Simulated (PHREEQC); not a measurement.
## Buffer (model solution)

A solution holds 12 mmol/kgw NaHSO4, 0.88 mmol/kgw NaF and 2.4 mmol/kgw KCl, at 20 °C. Closed to the air; pH follows from the charge balance.

Model: ion-association model, phreeqc.dat, run in PHREEQC.

Each row changes one thing in this solution. Precipitation was switched off in this run.

```csv
case,pH,ionic strength (mol/kgw)
as made,2.15,0.0314
NaHSO4 left out,(withheld),0.00328
NaF from 0.00088 to 0.000792 mol/kgw,2.15,0.0314
NaF replaced by NaHF2 at the same molality,2.15,0.0315
temperature from 20 to 70 °C,2.31,(withheld)
KCl left out,2.16,0.0290
diluted 100-fold with water,(withheld),0.000389
0.0017 mol/kgw LiOH added,(withheld),0.0322
NaF left out,2.12,(withheld)
```

Q: Some entries are withheld; supply them.

A: 
- NaHSO4 left out, pH: 7.24
- temperature from 20 to 70 °C, ionic strength (mol/kgw): 0.0267
- diluted 100-fold with water, pH: 3.94
- 0.0017 mol/kgw LiOH added, pH: 2.23
- NaF left out, ionic strength (mol/kgw): 0.0310

Away from 25 °C the constants follow the database's enthalpies or fits; those with neither stay at their 25 °C values.
